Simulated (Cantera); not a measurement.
Feed: 1 mol Fe3O4, 2.1 mol CH4, 6.5 mol H2, equilibrated at 1098.15 K and 7.50 Torr.

Equilibrium computed with Cantera from the NASA thermochemical tables; the gas is ideal and each condensed phase is pure. Candidate condensed phases: C, C6H6, C7H8, C8H18, Fe, Fe(CO)5, FeO, Fe(OH)2, Fe(OH)3, Fe2O3, Fe3O4, H2O; 114 gas species. Rates play no part.

Q: What is the equilibrium state?

A: 
```
Item                                        Value
--------------------------------------  ---------
x(H2)                                       0.712
x(CO)                                       0.140
x(H2O)                                      0.124
x(CO2)                                     0.0242
n(Fe(α))                                 3.00 mol
gas amount                              12.80 mol
log10 activity of C(graphite) (absent)      -3.13
log10 activity of Fe(OH)2(s) (absent)       -8.07
log10 activity of Fe(OH)3(s) (absent)      -14.67
```
